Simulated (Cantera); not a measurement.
Charge: 1 mol FeS, 0.75 mol H2S, 1.3 mol CO2, at 1498.15 K and 1.70 bar.

Cantera equilibrium calculation (NASA polynomials, part measured and part estimated; ideal gas, pure solids and liquids). FeS: taken at fixed stoichiometry. Kinetics and transport are ignored.

```csv
species,before,after
CO,0.208,0.280
CO2,0.338,0.248
H2O,0.198,0.203
H2S,0.0751,0.0121
COS,0.0110,0.00126
SO2,0.00951,0.0371
H2,0.0472,0.0889
S2,0.111,0.124
CS2,8.43e-5,1.52e-6
H,2.87e-6,4.90e-5
S,1.02e-5,0.000134
SO,0.000418,0.00300
S2O,0.00107,0.000653
SH,0.00116,0.00169
"FeS(l), mol",1.000,1.000
```
Gas species are given as mole fractions.

Task: What was changed between the two runs?
(A) pressure from 1.70 bar to 11.0 mbar
(B) pressure from 1.70 bar to 0.190 bar
(C) H2S from 0.75 to 2.8 mol
(D) H2S from 0.75 to 0.085 mol

Result: A, pressure from 1.70 bar to 11.0 mbar
